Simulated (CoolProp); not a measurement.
Water at several states: density (kg/m³) from the reference equation and from simpler models built on Tc = 647.1 K, pc = 22.06 MPa, ω = 0.344; each cubic takes its own stable root.

Computed with CoolProp (reference Helmholtz-energy equation of state, Wagner 2002).

```
T (K)  p (MPa)   phase  reference  van der Waals  Peng-Robinson
-----  -------  ------  ---------  -------------  -------------
906.6    0.941     gas      2.257          2.261          2.259
810.9    0.012     gas    0.03207        0.03207        0.03207
304.7    0.356  liquid      995.3              …          844.9
767.4     1.03     gas      2.932          2.935          2.937
616.3     24.2  liquid      643.5              …              …
```

Q: Some entries are withheld; supply them.

A: 
- 304.7, van der Waals: 2.602
- 616.3, van der Waals: 321.3
- 616.3, Peng-Robinson: 483.9

At some of these states van der Waals gives the other phase, because its saturation line lies elsewhere.
